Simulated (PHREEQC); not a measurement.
PHREEQC input (ion-association model, phreeqc.dat):

```
SOLUTION 1
  temp 25
  units mol/kgw
  pH 7 charge
END
SELECTED_OUTPUT 1
  -reset false
  -pH true
  -pe true
  -ionic_strength true
  -water true
  -totals C Pb S C(-4) C(4) S(-2) S(6)
  -molalities H+ CO3-2 SO4-2 Pb+2 OH- O2 HCO3- CO2 (CO2)2 HSO4-
    S-2 HS- H2S PbOH+ Pb(OH)2 Pb(OH)3- Pb(OH)4-2 Pb2OH+3 PbCO3 Pb(CO3)2-2
    PbHCO3+ PbSO4 Pb(SO4)2-2 Pb(HS)2 Pb(HS)3- Pb3(OH)4+2
  -equilibrium_phases Anglesite Cerussite Pb(OH)2
PRINT
  -reset false
USE solution 1
EQUILIBRIUM_PHASES 1
  Anglesite 0 0.2
  Cerussite 0 0
  Pb(OH)2 0 0
  O2(g) -0.68 10
  CO2(g) -5 10
END
# ... the last block is repeated for the other 10 points of log pCO2 (atm)
```

Selected output (columns that matter, 11 of 11 rows; log pCO2 (atm) added in front):

```
log pCO2 (atm)	pH	mu	C	Pb	S	m_H+	m_SO4-2	m_Pb+2	m_OH-	m_CO2	m_PbHCO3+	m_PbSO4	Anglesite
-5	5.7889	0.00056939	4.5138e-07	0.00015185	0.00015185	1.669e-06	0.0001427	0.00014114	6.3974e-09	3.4023e-07	9.6189e-09	9.1189e-06	0.19985
-4.5	5.7588	0.00056951	1.4027e-06	0.00015182	0.00015182	1.7887e-06	0.00014266	0.00014118	5.9694e-09	1.0759e-06	2.839e-08	9.1189e-06	0.19985
-4	5.6856	0.00056983	4.2687e-06	0.00015174	0.00015174	2.1174e-06	0.00014258	0.00014126	5.0427e-09	3.4023e-06	7.5885e-08	9.1189e-06	0.19985
-3.5	5.5483	0.00057064	1.2733e-05	0.00015165	0.00015165	2.9049e-06	0.00014248	0.00014138	3.6758e-09	1.0759e-05	1.7506e-07	9.1189e-06	0.19985
-3	5.3537	0.00057237	3.7968e-05	0.00015162	0.00015162	4.5463e-06	0.00014243	0.00014148	2.3489e-09	3.4023e-05	3.5393e-07	9.1189e-06	0.19985
-2.5	5.1266	0.00057569	0.00011492	0.00015172	0.00015172	7.6699e-06	0.0001425	0.0001415	1.3925e-09	0.00010759	6.634e-07	9.1189e-06	0.19985
-2	4.8855	0.00058177	0.00035346	0.00015204	0.00015204	1.3365e-05	0.00014274	0.00014142	7.9935e-10	0.00034021	1.2028e-06	9.1189e-06	0.19985
-1.5	4.6391	0.00059268	0.0010994	0.00015268	0.00015268	2.3578e-05	0.00014325	0.00014119	4.5331e-10	0.0010757	2.1512e-06	9.1189e-06	0.19985
-1	4.3907	0.00061213	0.003443	0.00015385	0.00015385	4.1786e-05	0.0001442	0.00014075	2.5598e-10	0.0034004	3.8213e-06	9.1188e-06	0.19985
-0.5	4.1418	0.00064673	0.010819	0.00015596	0.00015596	7.4169e-05	0.00014589	0.00013996	1.4441e-10	0.01074	6.7502e-06	9.1188e-06	0.19984
0	3.8934	0.00070808	0.034009	0.00015967	0.00015967	0.00013158	0.00014884	0.0001386	8.1571e-11	0.033834	1.1833e-05	9.1186e-06	0.19984
```
